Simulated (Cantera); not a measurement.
Silicon oxide and oxynitride deposition: SiH2Cl2 + NO + H2

Charge: 1 mol SiH2Cl2, a varied amount of NO, 3.8 mol H2, equilibrated at 1748.15 K and 820 Pa.

Method: chemical equilibrium by Gibbs-energy minimisation in Cantera with the NASA 1993 tables (ideal gas, pure condensed phases). Candidate condensed phases: H2O, NH4Cl, Si, SiO2, Si2N2O, Si3N4; 47 gas species. The tables' values for SiCl3, SiCl are old estimates; treat these amounts as uncertain. The tables hold silica as quartz up to 1696 K and as liquid above; real silica turns to tridymite and cristobalite and melts near 1996 K. Kinetics and transport are ignored.

From 0.63 mol NO to 0.93 mol NO nothing is condensed. From 1.4 mol NO to 20 mol NO the condensed part is SiO2(condensed).

| n(NO) (mol) | x H2 | x N2 | x H2O | x O2 | x HCl | x SiO | x SiCl2 | x Cl | n SiO2(condensed) |
|---|---|---|---|---|---|---|---|---|---|
| 0.63 | 0.617 | 0.0467 | 2.40e-6 | <1e-12 | 0.186 | 0.0933 | 0.0538 | 0.000461 | 0 |
| 0.93 | 0.537 | 0.0646 | 3.60e-5 | <1e-12 | 0.257 | 0.129 | 0.00953 | 0.000685 | 0 |
| 1.4 | 0.534 | 0.0985 | 0.000598 | <1e-12 | 0.280 | 0.0841 | 0.000442 | 0.000746 | 0.399 |
| 2 | 0.546 | 0.146 | 0.00718 | 2.26e-11 | 0.291 | 0.00717 | 3.40e-6 | 0.000767 | 0.951 |
| 3 | 0.382 | 0.205 | 0.137 | 1.68e-8 | 0.273 | 0.000263 | 5.74e-9 | 0.000860 | 0.998 |
| 4.3 | 0.188 | 0.270 | 0.289 | 3.08e-7 | 0.250 | 6.15e-5 | 5.35e-10 | 0.00112 | 1.000 |
| 6.4 | 0.000885 | 0.342 | 0.411 | 0.0283 | 0.201 | 2.03e-7 | <1e-12 | 0.0132 | 1.000 |
| 9.4 | 0.000304 | 0.379 | 0.314 | 0.140 | 0.145 | 9.12e-8 | <1e-12 | 0.0163 | 1.000 |
| 14 | 0.000171 | 0.411 | 0.230 | 0.236 | 0.102 | 7.03e-8 | <1e-12 | 0.0153 | 1.000 |
| 20 | 0.000112 | 0.433 | 0.171 | 0.303 | 0.0734 | 6.19e-8 | <1e-12 | 0.0135 | 1.000 |
x: gas mole fraction; n: condensed amount in mol.
